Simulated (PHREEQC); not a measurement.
Solution (25 °C): 89 mmol/kgw H2SO4, 11 mmol/kgw KNO3 and 0.004 mmol/kgw NaHCO3. Closed to the air; pH follows from the charge balance.

Computed with PHREEQC (ion-association model, phreeqc.dat).

| Quantity | Result |
|---|---|
| pH | 1.06 |
| ionic strength | 0.137 mol/kgw |
| specific conductance | 36900 µS/cm |
| density | 1.003 g/cm³ |
| total alkalinity | -178 meq/kg |

```tsv
species	molality	activity	log γ
H+	0.108	0.0878	-0.090
HSO4-	0.0699	0.0534	-0.117
SO4-2	0.0187	0.00625	-0.475
NO3-	0.0110	0.00800	-0.138
K+	0.0106	0.00782	-0.130
KSO4-	0.000446	0.000343	-0.114
CO2	4.00e-6	4.13e-6	0.014
```

No solid was allowed to form. Species that the database lacks are ignored.
